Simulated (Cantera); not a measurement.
Input (Python, Cantera):

```python
import numpy as np
import cantera as ct

gas = ct.Solution("gri30.yaml")
gas.TPX = 575, 500000, {'CH3OH': 1, 'O2': 2.83, 'N2': 10.6}
inlet = ct.Reservoir(gas, clone=True)
gas.equilibrate("HP")  # start burning
reactor = ct.IdealGasConstPressureReactor(gas, energy="on", clone=False)
exhaust = ct.Reservoir(gas, clone=True)
tau = [0.051, 0.019, 0.0071, 0.0026, 0.00098, 0.00036, 0.00014, 5e-05, 1.9e-05][0]
for a, b in ((inlet, reactor), (reactor, exhaust)):
    ct.MassFlowController(a, b, mdot=lambda t: reactor.mass / tau)
net = ct.ReactorNet([reactor])
show = ['CH3OH', 'O2', 'NO', 'C2H6', 'C2H2', 'CH2O']

rows = []
print(f"{'tau/s':>10s}{'T/K':>9s}" + "".join(f"{s:>11s}" for s in show))
for tau in [0.051, 0.019, 0.0071, 0.0026, 0.00098, 0.00036, 0.00014, 5e-05, 1.9e-05]:
    net.initial_time = 0.0
    net.advance(30 * tau)
    before = gas.X
    net.advance(40 * tau)
    drift = np.max(np.abs(gas.X - before) / (gas.X + 1e-9))
    rows.append([gas.T, *gas[show].X, drift])
    print(f"{tau:10.3e}{gas.T:9.1f}" + "".join(f"{x:11.3e}" for x in gas[show].X))
```

Output:

```
     tau/s      T/K      CH3OH         O2         NO       C2H6       C2H2       CH2O
 5.100e-02   1810.2  2.839e-06  8.898e-02  1.288e-05  1.378e-13  7.212e-13  2.109e-06
 1.900e-02   1807.8  6.038e-06  8.904e-02  9.303e-06  3.240e-13  1.414e-12  4.537e-06
 7.100e-03   1803.4  1.234e-05  8.916e-02  7.663e-06  6.714e-13  2.327e-12  9.418e-06
 2.600e-03   1795.1  2.522e-05  8.947e-02  6.414e-06  1.569e-12  4.047e-12  1.962e-05
 9.800e-04   1779.8  5.105e-05  9.017e-02  4.866e-06  5.093e-12  9.058e-12  4.051e-05
 3.600e-04   1747.5  1.140e-04  9.195e-02  2.903e-06  2.985e-11  3.177e-11  9.157e-05
 1.400e-04    575.0  6.930e-02  1.961e-01 -3.117e-22 -2.023e-23 -6.051e-24 -9.392e-17
 5.000e-05    575.0  6.930e-02  1.961e-01 -6.639e-26 -4.310e-27 -1.289e-27 -2.000e-20
 1.900e-05    575.0  6.930e-02  1.961e-01 -4.193e-27 -2.722e-28 -8.142e-29 -1.263e-21
```

Detailed kinetics in Cantera: GRI-Mech 3.0 (53 species, 325 reactions). GRI-Mech 3.0 was tuned for natural gas; its chemistry of methanol as a main component is partial and can be far from experiment.
